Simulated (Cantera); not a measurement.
Feed: 1 mol PbS, 20 mol H2, 34 mol N2.

Cantera equilibrium calculation (NASA polynomials, part measured and part estimated; ideal gas, pure solids and liquids). Candidate condensed phases: Pb, PbS, S; 18 gas species. Mutual solubility and eutectic melting of coexisting phases are not modelled. Kinetics and transport are ignored.

What condenses at these points (T in °C, P in Pa): (677, 52); (727, 1400); (677, 7200); (977, 1400); (977, 190000); (877, 1000000)?


| T (°C) | P in Pa | condensed phases | Pb condensed (%) |
|---|---|---|---|
| 677 | 52 | gas only | 0.0 |
| 727 | 1400 | Pb + PbS | 59.6 |
| 677 | 7200 | Pb + PbS | 98.0 |
| 977 | 1400 | gas only | 0.0 |
| 977 | 190000 | Pb | 76.6 |
| 877 | 1000000 | Pb | 98.5 |
